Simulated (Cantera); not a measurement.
An isothermal, constant-pressure homogeneous reactor starts with C2H6 : H2 = 1 : 24 (molar parts), at 1075 K and 2.48 Torr. Integrator tolerance rtol = 1e-08.

Computed with Cantera and GRI-Mech 3.0 (53 species, 325 reactions). GRI-Mech 3.0 stops at C3 and has no aromatics, soot or wall deposition, so with more carbon than oxygen in the feed, carbon stays in small species such as C2H2 where larger ones or solid carbon would form. Radical loss at walls, strong at low pressure, is not modelled.

What does this change do: temperature 1075 to 1348 K?


```csv
quantity,before,after
x(C2H6) at 6.00 s,0.00193 (gas-phase equilibrium 1.90e-6),4.65e-7 (gas-phase equilibrium 1.71e-8)
x(H2) at 6.00 s,0.953 (gas-phase equilibrium 0.924),0.942 (gas-phase equilibrium 0.961)
x(CH4) at 6.00 s,0.0158 (gas-phase equilibrium 0.0733),0.0396 (gas-phase equilibrium 0.00308)
x(CH2) at 6.00 s,7.64e-12 (gas-phase equilibrium <1e-12),1.89e-10 (gas-phase equilibrium 6.94e-11)
x(CH3) at 6.00 s,2.62e-6 (gas-phase equilibrium 3.54e-7),1.50e-5 (gas-phase equilibrium 2.52e-6)
x(C2H) at 6.00 s,<1e-12 (gas-phase equilibrium <1e-12),2.06e-10 (gas-phase equilibrium 9.65e-10)
x(H) at 6.00 s,7.45e-6 (gas-phase equilibrium 2.47e-7),1.80e-5 (gas-phase equilibrium 3.98e-5)
```

What does this change do: temperature 1075 to 1300 K?


```csv
quantity,before,after
x(C2H6) at 6.00 s,0.00193 (gas-phase equilibrium 1.90e-6),9.10e-7 (gas-phase equilibrium 4.87e-8)
x(H2) at 6.00 s,0.953 (gas-phase equilibrium 0.924),0.943 (gas-phase equilibrium 0.960)
x(CH4) at 6.00 s,0.0158 (gas-phase equilibrium 0.0733),0.0369 (gas-phase equilibrium 0.00586)
x(CH2) at 6.00 s,7.64e-12 (gas-phase equilibrium <1e-12),3.61e-11 (gas-phase equilibrium 2.75e-11)
x(CH3) at 6.00 s,2.62e-6 (gas-phase equilibrium 3.54e-7),6.49e-6 (gas-phase equilibrium 2.28e-6)
x(C2H) at 6.00 s,<1e-12 (gas-phase equilibrium <1e-12),5.01e-11 (gas-phase equilibrium 3.02e-10)
x(H) at 6.00 s,7.45e-6 (gas-phase equilibrium 2.47e-7),8.46e-6 (gas-phase equilibrium 1.90e-5)
```

What does this change do: C2H6 1 to 2.6 parts?


| quantity | before | after |
|---|---|---|
| x(C2H6) at 6.00 s | 0.00193 (gas-phase equilibrium 1.90e-6) | 0.00640 (gas-phase equilibrium 9.14e-6) |
| x(H2) at 6.00 s | 0.953 (gas-phase equilibrium 0.924) | 0.893 (gas-phase equilibrium 0.829) |
| x(CH4) at 6.00 s | 0.0158 (gas-phase equilibrium 0.0733) | 0.0314 (gas-phase equilibrium 0.152) |
| x(CH2) at 6.00 s | 7.64e-12 (gas-phase equilibrium <1e-12) | 1.83e-11 (gas-phase equilibrium <1e-12) |
| x(CH3) at 6.00 s | 2.62e-6 (gas-phase equilibrium 3.54e-7) | 5.97e-6 (gas-phase equilibrium 7.77e-7) |
| x(C2H) at 6.00 s | <1e-12 (gas-phase equilibrium <1e-12) | <1e-12 (gas-phase equilibrium <1e-12) |
| x(H) at 6.00 s | 7.45e-6 (gas-phase equilibrium 2.47e-7) | 7.29e-6 (gas-phase equilibrium 2.34e-7) |
